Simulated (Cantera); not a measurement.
Premixed flame

A freely propagating, adiabatic, planar premixed flame of H2 : O2 : N2 = 1 : 0.179 : 0.821 (molar parts), equivalence ratio 2.8, unburnt at 425 K and 900000 Pa; mixture-averaged transport, grid criteria slope 0.08 and curve 0.16, no radiation.

Cantera simulation using the H2/O2 subset of GRI-Mech 3.0, which has no nitrogen chemistry; the numbers are that mechanism's predictions, not measurements. The hydrogen kinetics of GRI-Mech 3.0 are dated; newer H2 mechanisms differ, most at raised pressure. Burning velocities carry a grid error of a few per cent, more on coarse grids.

| z (mm) | T (K) | u (m/s) | x H2 | x O2 | x O | x H | x OH | x H2O |
|---|---|---|---|---|---|---|---|---|
| -0.102 | 425 | 2.39 | 0.500 | 0.0895 | <1e-8 | <1e-8 | <1e-8 | 4.24e-7 |
| -0.0680 | 426 | 2.39 | 0.499 | 0.0896 | <1e-8 | <1e-8 | <1e-8 | 4.97e-6 |
| -0.0510 | 429 | 2.41 | 0.498 | 0.0898 | <1e-8 | <1e-8 | <1e-8 | 3.13e-5 |
| -0.0340 | 447 | 2.49 | 0.493 | 0.0907 | 5.13e-8 | <1e-8 | <1e-8 | 0.000433 |
| -0.0170 | 632 | 3.38 | 0.465 | 0.0902 | 4.98e-6 | 2.42e-5 | 1.65e-5 | 0.0123 |
| -0.00850 | 939 | 4.90 | 0.433 | 0.0767 | 6.62e-5 | 0.00110 | 0.000246 | 0.0471 |
| 0 | 1267 | 6.53 | 0.396 | 0.0520 | 0.000252 | 0.00566 | 0.000435 | 0.0989 |
| 0.00850 | 1486 | 7.64 | 0.367 | 0.0278 | 0.000325 | 0.0115 | 0.000570 | 0.145 |
| 0.0170 | 1605 | 8.25 | 0.350 | 0.0127 | 0.000215 | 0.0149 | 0.000574 | 0.173 |
| 0.0340 | 1700 | 8.74 | 0.341 | 0.00246 | 5.66e-5 | 0.0150 | 0.000493 | 0.192 |
| 0.0680 | 1758 | 9.01 | 0.341 | 0.000171 | 1.13e-5 | 0.0109 | 0.000375 | 0.197 |
| 0.136 | 1795 | 9.18 | 0.344 | 5.61e-6 | 3.50e-6 | 0.00642 | 0.000240 | 0.197 |
| 0.272 | 1817 | 9.27 | 0.346 | 4.01e-7 | 1.03e-6 | 0.00343 | 0.000134 | 0.198 |
x: mole fraction of selected species; z is measured from the peak of heat release.

The laminar burning velocity is 239 cm/s and the thermal thickness comes out as 0.0340 mm. The peak x(O) is 0.000331, the peak x(H) comes out as 0.0156 and the peak x(OH) is 0.000585. The grid points comes out as 107.
